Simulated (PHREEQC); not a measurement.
Consider water at 25 °C with 0.16 mol/kgw CuCl2, 0.25 mol/kgw H2SO4 and 0.0069 mol/kgw H3BO3. Closed to the air; pH follows from the charge balance.

All values are PHREEQC results (ion-association model, phreeqc.dat), not measurements.

Q: The ionic strength comes out as 0.701 mol/kgw. What activity coefficients do SO4-2, CuCl3-, Cl-, H+, Cu+2 get?

A: SO4-2 0.18, CuCl3- 0.63, Cl- 0.63, H+ 0.75, Cu+2 0.23.

No solid was allowed to form. Caution: at this ionic strength the ion-association model is outside its range; a Pitzer model would be the better tool where its parameters exist.
